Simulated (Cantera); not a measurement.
Premixed flame

A freely propagating, adiabatic, planar premixed flame of H₂ : O₂ : N₂ = 1 : 0.877 : 3.3 (molar parts), equivalence ratio 0.57, unburnt at 525 K and 0.560 bar; unity-Lewis-number transport, grid criteria slope 0.08 and curve 0.16, no radiation.

Model: the H2/O2 subset of GRI-Mech 3.0, which has no nitrogen chemistry, integrated in Cantera. Unity Lewis numbers drop preferential diffusion, which matters most where H2 and H carry the flame. Burning velocities carry a grid error of a few per cent, more on coarse grids. Lean hydrogen flames are cellular in practice and burn faster than this planar one.

```tsv
z (mm)	T (K)	u (m/s)	x H₂	x O₂	x H	x O	x OH	x HO₂
-1.82	525	2.41	0.193	0.169	<1e-8	<1e-8	<1e-8	1.03e-8
-1.21	525	2.41	0.193	0.169	<1e-8	<1e-8	<1e-8	1.56e-7
-0.908	525	2.41	0.193	0.169	<1e-8	1.37e-8	<1e-8	9.61e-7
-0.605	528	2.43	0.193	0.169	1.73e-8	2.84e-7	1.13e-8	9.83e-6
-0.303	601	2.75	0.184	0.165	7.71e-5	2.85e-5	3.82e-5	0.000153
-0.151	835	3.76	0.152	0.150	0.00350	0.000569	0.000528	0.000124
0	1180	5.20	0.0759	0.116	0.0219	0.00547	0.00329	6.17e-5
0.151	1409	6.11	0.0259	0.0893	0.0287	0.0121	0.00760	3.78e-5
0.303	1532	6.58	0.0153	0.0823	0.0226	0.0131	0.00947	2.89e-5
0.605	1661	7.06	0.0113	0.0798	0.0135	0.0105	0.0106	2.15e-5
1.21	1776	7.48	0.00777	0.0788	0.00656	0.00698	0.0104	1.47e-5
2.42	1863	7.80	0.00439	0.0786	0.00249	0.00384	0.00878	8.68e-6
4.84	1917	7.99	0.00208	0.0790	0.000757	0.00179	0.00647	4.54e-6
```
x: mole fraction of selected species; z is measured from the peak of heat release.

The laminar burning velocity is 241 cm/s and the thermal thickness is 0.605 mm. The peak x(H) is 0.0292 and the peak x(O) comes out as 0.0132. The peak x(OH) is 0.0107 and the peak x(HO₂) is 0.000173.
